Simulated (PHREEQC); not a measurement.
Make-up at 25 °C: 0.055 mol H2SO4 and 5.7e-05 mol H4SiO4 per kg of water. Closed to the air; pH follows from the charge balance.

All values are PHREEQC results (ion-association model, phreeqc.dat), not measurements.

No solid was allowed to form.

Q: What pH does the model give?

A: pH 1.24.

Q: In which forms is S present?

A: HSO4- 74 %, SO4-2 26 % of the S.
